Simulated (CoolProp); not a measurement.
Cyclopropane along the isobar 58.6 bar: density (kg/m³) from the reference equation and from simpler models built on Tc = 398.7 K, pc = 56.05 bar, ω = 0.131; each cubic takes its own stable root.

The numbers come from the reference Helmholtz-energy equation of state, Polt 1992 in CoolProp. This equation is an older, rougher fit; its heat capacities, sound speeds and derivatives of the liquid may be far off and weren't checked against measurements.

```
T (K)          phase  reference  van der Waals  Redlich-Kwong  Soave-Redlich-Kwong
-----  -------------  ---------  -------------  -------------  -------------------
330.6         liquid      578.5          373.8          516.8                526.6
344.8         liquid      552.5          358.0          487.7                497.4
359.1         liquid      522.7          339.6          454.2                463.2
373.3         liquid      486.9          317.4          414.2                422.0
387.5         liquid      437.6          287.3          361.0                366.3
401.8  supercritical      231.4          219.5          220.0                206.5
416    supercritical      126.5          124.6          126.2                123.7
430.3  supercritical      106.9          107.1          107.5                105.2
444.5  supercritical      95.61          96.61          96.28                94.21
458.8  supercritical      87.69          88.92          88.24                86.28
473    supercritical      81.68          82.93          82.05                80.19
```
